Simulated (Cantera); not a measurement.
Charge: 1 mol SiHCl₃, 0.043 mol C₂H₄, 2000 mol H₂, equilibrated at 1502 °C.

Equilibrium computed with Cantera from the NASA thermochemical tables; the gas is ideal and each condensed phase is pure. Candidate condensed phases: C, C₆H₆, C₇H₈, C₈H₁₈, Si, SiC; 109 gas species. Mutual solubility and eutectic melting of coexisting phases are not modelled. Gases not in the tables: Si₂H₆ and higher silanes. Rates play no part.

log p: log10 of the partial pressure in bar; n: condensed amount in mol.

```
P (Pa)  log p H₂  log p H  log p HCl  log p Si  log p SiH  log p SiH₂  log p CH₄  n SiC(s)  n Si(l)
------  --------  -------  ---------  --------  ---------  ----------  ---------  --------  -------
100        -3.00    -5.04      -5.83     -6.37      -7.78       -8.32     -10.05    0.0707        0
220        -2.66    -4.87      -5.49     -6.04      -7.29       -7.65      -9.68    0.0765        0
460            …        …          …         …          …           …          …    0.0782        0
1000       -2.00    -4.54      -4.83     -5.66      -6.57       -6.60      -8.75    0.0813    0.339
2200           …        …          …     -5.66          …           …          …    0.0831        …
4600       -1.34    -4.21      -4.17     -5.66      -6.24       -5.94      -7.42    0.0832    0.725
10000      -1.00    -4.04      -3.83     -5.66      -6.07       -5.60      -6.75    0.0817    0.789
22000      -0.66    -3.87      -3.49     -5.66      -5.90       -5.26      -6.06    0.0776    0.824
46000      -0.34    -3.71      -3.17     -5.66      -5.74       -4.94      -5.42    0.0690    0.846
100000      0.00    -3.54      -2.83     -5.66      -5.57       -4.60      -4.75    0.0497    0.872
```

**Question.** Complete the blanks.

**Answer.** 
- 460, log p H₂: -2.34
- 460, log p H: -4.71
- 460, log p HCl: -5.17
- 460, log p Si: -5.75
- 460, log p SiH: -6.83
- 460, log p SiH₂: -7.03
- 460, log p CH₄: -9.33
- 2200, log p H₂: -1.66
- 2200, log p H: -4.37
- 2200, log p HCl: -4.49
- 2200, log p SiH: -6.40
- 2200, log p SiH₂: -6.26
- 2200, log p CH₄: -8.06
- 2200, n Si(l): 0.605
